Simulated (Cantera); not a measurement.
What does this Cantera script print?

```python
import numpy as np
import cantera as ct

gas_names = """
    CL KCL
""".split()
cond_names = """
    K(cr) K(L)
""".split()


def load(file, names, dense=False):
    # The tables refer to 1 bar. Condensed volumes are neglected.
    table = {s.name: s for s in ct.Species.list_from_file(file)}
    out = []
    for n in names:
        d = dict(table[n].input_data)
        d["thermo"] = dict(d["thermo"], **{"reference-pressure": 1e5})
        if dense:
            d["equation-of-state"] = {"model": "constant-volume", "density": "1e6 g/cm^3"}
        out.append(ct.Species.from_dict(d))
    return out


species = {s.name: s for s in load("nasa_gas.yaml", gas_names) + load("nasa_condensed.yaml", cond_names)}
# Each term lists the table entries of one substance; the one whose range holds T is used.
reactions = {
    'Cl(g) + K = KCl(g)':
        [(-1, ['CL']), (-1, ['K(cr)', 'K(L)']), (1, ['KCL'])],
}


def pick(names, T):
    return next(species[n] for n in names if species[n].thermo.min_temp <= T <= species[n].thermo.max_temp)


results = []
for label, terms in reactions.items():
    print(label)
    print("     T/K   dH/kJ  dS/(J/K)   dG/kJ   log10 K")
    for T in [300, 425, 525, 625, 725, 825]:
        used = [(nu, pick(names, T)) for nu, names in terms]
        dH = sum(nu * s.thermo.h(T) for nu, s in used) / 1e6
        dS = sum(nu * s.thermo.s(T) for nu, s in used) / 1e3
        dG = dH - T * dS / 1e3
        logK = -dG * 1e6 / (ct.gas_constant * T * np.log(10))
        results.append((label, T, dH, dS, dG, logK, [s.name for _, s in used]))
        print(f"{T:8g} {dH:8.1f} {dS:8.1f} {dG:8.1f} {logK:8.2f}")
```

Output:

```
Cl(g) + K = KCl(g)
     T/K   dH/kJ  dS/(J/K)   dG/kJ   log10 K
     300   -336.0      9.1   -338.8    58.98
     425   -340.4     -3.6   -338.9    41.65
     525   -342.1     -7.0   -338.4    33.66
     625   -343.6     -9.8   -337.5    28.21
     725   -345.1    -12.0   -336.4    24.24
     825   -346.6    -13.9   -335.1    21.22
```

Standard-state values (1 bar) from the NASA 1993 polynomials, evaluated with Cantera. Condensed species are held in their standard states even where they would react or evaporate.
